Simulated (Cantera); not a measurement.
Input: 1 mol PbO, 4.1 mol H₂, 14 mol N₂, at 1130 Torr.

Equilibrium computed with Cantera from the NASA thermochemical tables; the gas is ideal and each condensed phase is pure. Candidate condensed phases: H₂O, Pb, PbO, PbO₂, Pb₃O₄; 27 gas species. The numbers say what is thermodynamically allowed, not how fast it happens.

Problem. At 650 K, list the 4 most abundant gas species with their mole fractions, and the condensed phases.

Solution. N₂ 0.774, H₂ 0.169, H₂O 0.0553, NH₃ 0.00172. Condensed: Pb(l).
